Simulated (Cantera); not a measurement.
A closed system holds: 1 mol FeS₂, 230 mol H₂, 0.087 mol H₂O, held at 998.15 K and 6100 Pa.

These are equilibrium values from Cantera (NASA tables, ideal gas, pure condensed phases), not measurements of a reactor. FeS: taken at fixed stoichiometry. Rates play no part.

```json
[
 {"species": "H₂", "before": "0.995", "after": "0.994"},
 {"species": "H₂S", "before": "0.00435", "after": "0.00551"},
 {"species": "H₂O", "before": "0.000378", "after": "0.000378"},
 {"species": "FeS(s), mol", "before": "1.00", "after": "0.730"},
 {"species": "Fe(γ), mol", "before": "0", "after": "0.270"}
]
```
Gas species are given as mole fractions.

### Question
Which change was made?
A) temperature from 998.15 K to 2000 K
B) temperature from 998.15 K to 2175 K
C) H₂ from 230 to 0.73 mol
D) temperature from 998.15 K to 1250 K

### Answer
D, temperature from 998.15 K to 1250 K. Mutual solubility and eutectic melting of coexisting phases are not modelled
